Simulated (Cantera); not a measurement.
## Thermodynamics of calcination and drying, feed Mg(OH)2 + CO2 + H2

Charge: 1 mol Mg(OH)2, 0.039 mol CO2, a varied amount of H2, held at 1448 K and 23.3 Torr.

These are equilibrium values from Cantera (NASA tables, ideal gas, pure condensed phases), not measurements of a reactor. Candidate condensed phases: C, C6H6, C7H8, C8H18, H2O, Mg, MgCO3, MgO, Mg(OH)2; 116 gas species. The numbers say what is thermodynamically allowed, not how fast it happens.

From 0.012 mol H2 to 2.8 mol H2 the condensed part is MgO(s). The main Mg-bearing gas is Mg(OH)2 throughout.

```json
[
 {"n(H2) (mol)": "0.012", "x H2O": "0.952", "x H2": "0.0105", "x CO2": "0.0362", "x CO": "0.000943", "x H": "5.36e-6", "x OH": "1.16e-5", "x O2": "2.26e-7", "n MgO(s)": "1.00"},
 {"n(H2) (mol)": "0.019", "x H2O": "0.947", "x H2": "0.0165", "x CO2": "0.0354", "x CO": "0.00146", "x H": "6.72e-6", "x OH": "9.18e-6", "x O2": "9.00e-8", "n MgO(s)": "1.00"},
 {"n(H2) (mol)": "0.032", "x H2O": "0.936", "x H2": "0.0275", "x CO2": "0.0340", "x CO": "0.00237", "x H": "8.68e-6", "x OH": "7.03e-6", "x O2": "3.17e-8", "n MgO(s)": "1.00"},
 {"n(H2) (mol)": "0.053", "x H2O": "0.919", "x H2": "0.0448", "x CO2": "0.0320", "x CO": "0.00370", "x H": "1.11e-5", "x OH": "5.41e-6", "x O2": "1.15e-8", "n MgO(s)": "1.00"},
 {"n(H2) (mol)": "0.087", "x H2O": "0.894", "x H2": "0.0717", "x CO2": "0.0291", "x CO": "0.00554", "x H": "1.40e-5", "x OH": "4.16e-6", "x O2": "4.24e-9", "n MgO(s)": "1.00"},
 {"n(H2) (mol)": "0.14", "x H2O": "0.856", "x H2": "0.111", "x CO2": "0.0253", "x CO": "0.00778", "x H": "1.74e-5", "x OH": "3.20e-6", "x O2": "1.63e-9", "n MgO(s)": "1.00"},
 {"n(H2) (mol)": "0.23", "x H2O": "0.798", "x H2": "0.171", "x CO2": "0.0204", "x CO": "0.0103", "x H": "2.16e-5", "x OH": "2.41e-6", "x O2": "5.97e-10", "n MgO(s)": "1.00"},
 {"n(H2) (mol)": "0.39", "x H2O": "0.712", "x H2": "0.260", "x CO2": "0.0146", "x CO": "0.0127", "x H": "2.67e-5", "x OH": "1.74e-6", "x O2": "2.05e-10", "n MgO(s)": "1.00"},
 {"n(H2) (mol)": "0.64", "x H2O": "0.609", "x H2": "0.367", "x CO2": "0.00956", "x CO": "0.0137", "x H": "3.17e-5", "x OH": "1.25e-6", "x O2": "7.51e-11", "n MgO(s)": "1.00"},
 {"n(H2) (mol)": "1", "x H2O": "0.504", "x H2": "0.477", "x CO2": "0.00589", "x CO": "0.0132", "x H": "3.62e-5", "x OH": "9.09e-7", "x O2": "3.05e-11", "n MgO(s)": "1.00"},
 {"n(H2) (mol)": "1.7", "x H2O": "0.376", "x H2": "0.609", "x CO2": "0.00294", "x CO": "0.0113", "x H": "4.09e-5", "x OH": "6.01e-7", "x O2": "1.04e-11", "n MgO(s)": "1.00"},
 {"n(H2) (mol)": "2.8", "x H2O": "0.269", "x H2": "0.721", "x CO2": "0.00138", "x CO": "0.00878", "x H": "4.44e-5", "x OH": "3.95e-7", "x O2": "3.82e-12", "n MgO(s)": "1.00"}
]
```
x: gas mole fraction; n: condensed amount in mol.
